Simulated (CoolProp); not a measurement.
Vapour-liquid equilibrium of R125 (1) + R1234yf (2) at -9.35 °C; x and y are mole fractions of (1).

Model: multi-fluid Helmholtz-energy mixture model, Lemmon 2005 and Lemmon 2022; pair parameters Bell 2023, in CoolProp.

Question: Give the bubble pressure and the first vapour's composition at x = 0.125, 0.275, 0.425. Is there an azeotrope?

Answer: x = 0.125: 2.600 bar, y = 0.225; x = 0.275: 2.992 bar, y = 0.433; x = 0.425: 3.385 bar, y = 0.595. No azeotrope shows between x = 0.05 and 0.95.

Pair parameters are fitted to limited data, so mixtures are less certain than the pure fluids.
